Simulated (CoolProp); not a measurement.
Methane along the isobar 6.49 MPa: density (kg/m³) from the reference equation and from simpler models built on Tc = -82.6 °C, pc = 4.599 MPa, ω = 0.011; each cubic takes its own stable root.

The numbers come from the reference Helmholtz-energy equation of state, Setzmann 1991 in CoolProp.

```csv
T (°C),phase,reference
-165.95,liquid,434.1
-153.35,liquid,416.8
-140.85,liquid,398.4
-128.35,liquid,378.5
-115.75,liquid,356.0
-103.25,liquid,329.8
-90.65,liquid,296.1
-78.15,supercritical,242.2
-65.55,supercritical,128.4
-53.05,supercritical,91.01
-40.45,supercritical,75.66
-27.95,supercritical,66.41
```

### Question
How far does each simpler model (van der Waals, Redlich-Kwong, Soave-Redlich-Kwong, Peng-Robinson) lie from the reference over these 12 states: mean and median of the absolute difference, and the worst?

### Answer
- van der Waals: mean 20.7 %, median 28.5 %, worst -30.5 % at -165.95 °C and 6.49 MPa
- Redlich-Kwong: mean 3.1 %, median 1.3 %, worst -12.5 % at -78.15 °C and 6.49 MPa
- Soave-Redlich-Kwong: mean 3.3 %, median 1.6 %, worst -12.5 % at -78.15 °C and 6.49 MPa
- Peng-Robinson: mean 6.9 %, median 5.3 %, worst +12.7 % at -165.95 °C and 6.49 MPa
